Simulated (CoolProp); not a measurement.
Vapour-liquid equilibrium of propane (1) + isobutane (2) at 343.4 K; x and y are mole fractions of (1).

Values from CoolProp's multi-fluid Helmholtz-energy mixture model, Lemmon 2009 and Bücker 2006; pair parameters Kunz 2012.

| x | bubble pressure (MPa) | y at the bubble point | dew pressure at overall composition x (MPa) | liquid density (mol/L) |
|---|---|---|---|---|
| 0.05 | 1.157 | 0.088 | 1.129 | 8.422 |
| 0.2 | 1.351 | 0.311 | 1.248 | 8.573 |
| 0.35 | 1.551 | 0.488 | 1.391 | 8.721 |
| 0.5 | 1.762 | 0.635 | 1.566 | 8.862 |
| 0.65 | 1.989 | 0.761 | 1.786 | 8.988 |
| 0.8 | 2.234 | 0.871 | 2.069 | 9.088 |
| 0.95 | 2.504 | 0.969 | 2.446 | 9.139 |

No azeotrope shows between x = 0.05 and 0.95.

The pair parameters rest on a limited set of measurements; away from them the model extrapolates.
